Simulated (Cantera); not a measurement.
Cantera with NASA thermochemical tables; ideal gases at 1 bar, condensed phases pure. Values are per mole of reaction as written; species without (g) are pure solids or liquids, kept so even where they would boil at 1 bar.

S2(g) + 6 CaF2 + 6 O(g) = 2 SF6(g) + 6 CaO

| T (K) | ΔH° (kJ) | ΔS° (J/K) | ΔG° (kJ) | log10 K |
|---|---|---|---|---|
| 550 | -542.6 | -851.8 | -74.2 | 7.04 |
| 575 | -544.1 | -854.5 | -52.8 | 4.80 |
| 600 | -545.6 | -856.9 | -31.4 | 2.74 |
| 625 | … | … | … | … |
| 650 | -548.3 | -861.3 | 11.5 | -0.93 |
| 675 | -549.7 | -863.3 | 33.1 | -2.56 |
| 700 | -551.0 | -865.3 | 54.7 | -4.08 |
| 725 | … | … | … | … |
| 750 | -553.8 | -869.1 | 98.0 | -6.83 |

Problem. What belongs in the gaps?

Solution. 
- 625, ΔH° (kJ): -547.0
- 625, ΔS° (J/K): -859.2
- 625, ΔG° (kJ): -10.0
- 625, log10 K: 0.84
- 725, ΔH° (kJ): -552.4
- 725, ΔS° (J/K): -867.2
- 725, ΔG° (kJ): 76.3
- 725, log10 K: -5.50
